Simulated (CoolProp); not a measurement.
Saturated liquid density (kg/m³) of C2F6 (R116): the reference equation beside estimates from Tc = 293.0 K, pc = 3048 kPa, ω = 0.257.

Model: reference Helmholtz-energy equation of state, Lemmon 2006, in CoolProp. It is a short technical equation, of lower accuracy than the large ones.

```
T (K)  reference  Redlich-Kwong  Soave-Redlich-Kwong
-----  ---------  -------------  -------------------
183.3       1656           1534                 1585
189.3       1630           1506                 1560
195.2       1604           1478                 1534
201.2       1577           1449                 1506
207.1       1550           1418                 1477
213.1       1522           1386                 1446
219         1493           1353                 1414
225         1462           1317                 1379
```

Absolute difference from the reference over all 8 rows, mean and median: Redlich-Kwong 8.5 and 8.3 %, Soave-Redlich-Kwong 4.8 and 4.6 %.
